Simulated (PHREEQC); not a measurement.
Dissolve 0.096 mol HF, 0.005 mol (NH4)2SiF6, 0.165 mol H3PO4 and 0.019 mol H2SO4 per kg of water at 25 °C. Closed to the air; pH follows from the charge balance.

Model: ion-association model, phreeqc.dat, run in PHREEQC.

This is a speciation only: nothing precipitates in the calculation.

Problem. Order these F species by the share of F that they hold, largest first: HF, SiF6-2, F-, HF2-.

Solution. HF (74 %), SiF6-2 (24 %), F- (1.4 %), HF2- (1.0 %)

Problem. Order these S species by the share of S that they hold, largest first: NH4SO4-, HSO4-, SO4-2.

Solution. HSO4- (68 %), SO4-2 (30 %), NH4SO4- (1.5 %)

The pH is 1.35 and the ionic strength 0.0743 mol/kgw. SiF6-2 is the database's only silicon fluoride.
